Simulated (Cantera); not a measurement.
Mixture: CH₄ : H₂ : O₂ : N₂ = 1 : 0.57 : 1.76 : 5.1 (molar parts), equivalence ratio 1.3, at 0.600 bar, adiabatic and at constant volume. Ignition delay is the time to a rise of 400 K.

Detailed kinetics in Cantera: GRI-Mech 3.0 (53 species, 325 reactions).

Question: At T0 = 1450 K, what is the delay, and which 8 reactions control it most (d ln τ / d ln k, from doubling and halving each rate constant)?

Answer: The delay is 0.378 ms.
```tsv
reaction	d ln τ / d ln k	faster rate
H + O2 <=> O + OH	-0.99	shortens it
2 CH3 (+M) <=> C2H6 (+M)	0.26	lengthens it
CH4 + OH <=> CH3 + H2O	0.24	lengthens it
H2 + OH <=> H + H2O	-0.20	shortens it
CH4 + H <=> CH3 + H2	0.19	lengthens it
CH3 + HO2 <=> CH3O + OH	-0.11	shortens it
CH3 + O2 <=> CH3O + O	-0.10	shortens it
H2 + O <=> H + OH	-0.08	shortens it
```
